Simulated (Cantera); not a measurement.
Equilibrium for roasting and sulfation: FeS + SO3 + CO2 + SO2

Feed: 1 mol FeS, 0.56 mol SO3, 4.9 mol CO2, 0.31 mol SO2, held at 51.0 mbar.

Equilibrium computed with Cantera from the NASA thermochemical tables; the gas is ideal and each condensed phase is pure. Candidate condensed phases: C, Fe, Fe(CO)5, FeO, FeS, FeSO4, FeS2, Fe2O3, Fe2(SO4)3, Fe3O4, S; 25 gas species. The tables' stoichiometric FeO is somewhat more stable than real wüstite, so its field is too wide. FeO: taken at fixed stoichiometry. Kinetics and transport are ignored.

```tsv
T (K)	x CO2	x CO	x SO2	x S2	x SO	n FeO(s)	n FeO(l)
1425	0.639	0.129	0.166	0.0611	0.00219	1.00	0
1475	0.610	0.154	0.177	0.0542	0.00311	1.00	0
1525	0.579	0.179	0.188	0.0472	0.00429	1.000	0
1575	0.550	0.204	0.199	0.0402	0.00574	1.000	0
1625	0.521	0.227	0.209	0.0334	0.00747	1.000	0
1675	0.495	0.249	0.218	0.0270	0.00946	0	1.000
1725	0.471	0.269	0.227	0.0211	0.0117	0	1.000
1775	0.450	0.286	0.233	0.0159	0.0140	0	1.000
1825	0.432	0.300	0.239	0.0114	0.0163	0	1.000
1875	0.418	0.311	0.243	0.00780	0.0185	0	0.999
```
x: gas mole fraction; n: condensed amount in mol.

From 1425 K to 1625 K the condensed part is FeO(s). From 1675 K to 1875 K the condensed part is FeO(l). The main Fe-bearing gas is Fe throughout.
